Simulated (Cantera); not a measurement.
An adiabatic, constant-volume homogeneous reactor starts with CO : H₂ : CH₄ : O₂ : N₂ : H₂O = 1 : 0.034 : 0.067 : 0.271 : 1.02 : 0.12 (molar parts), equivalence ratio 2.4, at 950 K and 500000 Pa.

Detailed kinetics in Cantera: GRI-Mech 3.0 (53 species, 325 reactions). Below about 1000 K GRI-Mech 3.0 lacks low-temperature oxidation paths.

Q: Predict: time of steepest temperature rise; temperature at 1.00 s; equilibrium temperature; x(CO) at 1.00 s; x(H₂) at 1.00 s; x(N₂O) at 1.00 s; x(OH) at 1.00 s.

A: 
```
Item                                                                Result
---------------------------------  ---------------------------------------
time of steepest temperature rise                                  14.8 ms
temperature at 1.00 s                                               2636 K
equilibrium temperature                                             2636 K
x(CO) at 1.00 s                        0.293 (gas-phase equilibrium 0.293)
x(H₂) at 1.00 s                      0.0267 (gas-phase equilibrium 0.0267)
x(N₂O) at 1.00 s                   7.41e-8 (gas-phase equilibrium 7.41e-8)
x(OH) at 1.00 s                    0.00167 (gas-phase equilibrium 0.00167)
```
